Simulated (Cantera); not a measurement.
Cantera run:

```python
import numpy as np
import cantera as ct

gas_names = """
    B BH BH2 BH3 BN B2 H H2 N NH NH2 NH3 N2 N2H2 N2H4
""".split()
cond_names = """
    B(b) B(L) BN(s)
""".split()


# ... load() reads the species with a 1 bar reference pressure and builds the phases ...
atoms = {
    'BN': {'B': 1, 'N': 1},
    'H2': {'H': 2},
}
top_T = {'BN(s)': 3200}  # K; cautious upper limits of use, not melting points


# ... equilibrate(T, P, feed) seeds the gas with the atoms and calls Mixture.equilibrate('TP', solver="vcs", rtol=1e-11, max_steps=5000) ...
results = []
feed = {'BN': 1, 'H2': 5}  # mol
T = 2423  # K
P = 30  # Pa
mix = equilibrate(T, P, feed)
results.append((T, P, feed, dict(zip(mix.species_names, mix.species_moles))))
x = sorted(zip(gas.X, gas.species_names), reverse=True)
print(f"T = {T:g} K  P = {P:g} Pa  gas = {mix.phase_moles(0):.4g} mol")
print("   x: " + "  ".join(f"{s} {v:.3e}" for v, s in x if v > 1e-06))
print("   condensed (mol): " + ("  ".join(f"{mix.phase(i).name} {mix.phase_moles(i):.4g}"
      for i in range(1, mix.n_phases) if mix.phase_moles(i) > 1e-12) or "none"))
```

Result:

```
T = 2423 K  P = 30 Pa  gas = 8.932 mol
   x: H 5.468e-01  H2 2.853e-01  B 1.104e-01  N2 5.588e-02  BH2 7.421e-04  BH 6.469e-04  BN 1.982e-04  B2 1.262e-05  N 1.911e-06
   condensed (mol): none
```

Equilibrium computed with Cantera from the NASA thermochemical tables; the gas is ideal and each condensed phase is pure. The tables' values for BH2 are old estimates; treat these amounts as uncertain.
